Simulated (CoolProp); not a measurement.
A simple Rankine cycle with ethanol: condensing at 331.15 K, boiler at 5.06 MPa, turbine inlet 507.2 K, turbine efficiency 0.65, pump efficiency 0.8, no recuperator. Each further row changes one setting.

Model: reference Helmholtz-energy equation of state, Schroeder 2014, in CoolProp.

```
case                             thermal efficiency (%)  net work (kJ/kg)  heat in (kJ/kg)  turbine exit temperature (K)  volume ratio over the turbine
-------------------------------  ----------------------  ----------------  ---------------  ----------------------------  -----------------------------
as stated                                          16.5               167             1010                         331.1                            122
turbine inlet 527.2 K                              17.1               189             1110                         354.0                            110
condensing temperature 323.15 K                    17.3               179             1030                         323.2                            173
boiler pressure 3.54 MPa                           16.3               179             1100                         355.3                           74.0
turbine efficiency 0.55                            13.9               140             1010                         331.1                            126
```

The expansion ends wet for: as stated; condensing temperature 323.15 K; turbine efficiency 0.55.
